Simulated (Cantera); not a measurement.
A perfectly stirred reactor is fed with 9.09 % CH4, 90.9 % H2, at 0.0133 bar; it is held at 1425 K, and followed from long to short residence time.

Detailed kinetics in Cantera: GRI-Mech 3.0 (53 species, 325 reactions). GRI-Mech 3.0 stops at C3 and has no aromatics, soot or wall deposition, so with more carbon than oxygen in the feed, carbon stays in small species such as C2H2 where larger ones or solid carbon would form. Radical loss at walls, strong at low pressure, is not modelled.

**Question.** Predict: x(CH4) at τ = 15.0 s; x(H2) at τ = 15.0 s; x(H) at τ = 15.0 s; x(C2H4) at τ = 15.0 s; x(C2H6) at τ = 15.0 s; x(CH4) at τ = 40.0 ms; x(H2) at τ = 40.0 ms; x(H) at τ = 40.0 ms; x(C2H4) at τ = 40.0 ms; x(C2H6) at τ = 40.0 ms.

**Answer.** 
```json
{
 "x(CH4) at τ = 15.0 s": "0.0832",
 "x(H2) at τ = 15.0 s": "0.913",
 "x(H) at τ = 15.0 s": "3.60e-5",
 "x(C2H4) at τ = 15.0 s": "0.000119",
 "x(C2H6) at τ = 15.0 s": "4.06e-6",
 "x(CH4) at τ = 40.0 ms": "0.0909",
 "x(H2) at τ = 40.0 ms": "0.909",
 "x(H) at τ = 40.0 ms": "4.18e-6",
 "x(C2H4) at τ = 40.0 ms": "9.28e-8",
 "x(C2H6) at τ = 40.0 ms": "6.48e-8"
}
```
